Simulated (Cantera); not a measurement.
Input (Python, Cantera):

```python
import numpy as np
import cantera as ct

gas = ct.Solution("gri30.yaml")
gas.TPX = 775, 101325, {'CH4': 1, 'H2': 0.033, 'O2': 1.55, 'N2': 7.45}
inlet = ct.Reservoir(gas, clone=True)
gas.equilibrate("HP")  # start burning
reactor = ct.IdealGasConstPressureReactor(gas, energy="on", clone=False)
exhaust = ct.Reservoir(gas, clone=True)
tau = [0.05, 0.023, 0.011, 0.0049, 0.0023, 0.0011, 0.00049, 0.00022, 0.0001, 4.8e-05][0]
for a, b in ((inlet, reactor), (reactor, exhaust)):
    ct.MassFlowController(a, b, mdot=lambda t: reactor.mass / tau)
net = ct.ReactorNet([reactor])
show = ['CH4', 'H2', 'O2', 'OH', 'NO', 'O', 'HO2']

rows = []
print(f"{'tau/s':>10s}{'T/K':>9s}" + "".join(f"{s:>11s}" for s in show))
for tau in [0.05, 0.023, 0.011, 0.0049, 0.0023, 0.0011, 0.00049, 0.00022, 0.0001, 4.8e-05]:
    net.initial_time = 0.0
    net.advance(30 * tau)
    before = gas.X
    net.advance(40 * tau)
    drift = np.max(np.abs(gas.X - before) / (gas.X + 1e-9))
    rows.append([gas.T, *gas[show].X, drift])
    print(f"{tau:10.3e}{gas.T:9.1f}" + "".join(f"{x:11.3e}" for x in gas[show].X))
```

It prints:

```
     tau/s      T/K        CH4         H2         O2         OH         NO          O        HO2
 5.000e-02   2173.5  1.975e-05  3.651e-02  1.831e-04  1.324e-03  3.266e-04  6.001e-05  5.867e-08
 2.300e-02   2165.1  2.762e-05  3.653e-02  3.024e-04  1.667e-03  3.522e-04  9.729e-05  1.007e-07
 1.100e-02   2154.5  3.927e-05  3.656e-02  4.855e-04  2.061e-03  3.653e-04  1.532e-04  1.656e-07
 4.900e-03   2139.8  6.136e-05  3.664e-02  8.063e-04  2.545e-03  3.650e-04  2.438e-04  2.776e-07
 2.300e-03   2122.8  9.963e-05  3.676e-02  1.281e-03  3.003e-03  3.493e-04  3.573e-04  4.416e-07
 1.100e-03   2103.2  1.713e-04  3.690e-02  2.011e-03  3.389e-03  3.189e-04  4.863e-04  6.990e-07
 4.900e-04   2077.1  3.394e-04  3.708e-02  3.394e-03  3.644e-03  2.671e-04  6.242e-04  1.238e-06
 2.200e-04   2039.9  7.591e-04  3.734e-02  6.218e-03  3.555e-03  1.908e-04  7.157e-04  2.662e-06
 1.000e-04   1947.4  2.613e-03  3.863e-02  1.555e-02  2.394e-03  6.784e-05  5.953e-04  1.110e-05
 4.800e-05    775.0  9.967e-02  3.289e-03  1.545e-01  1.142e-17  1.771e-19  3.246e-17  1.301e-13
```

Detailed kinetics in Cantera: GRI-Mech 3.0 (53 species, 325 reactions).
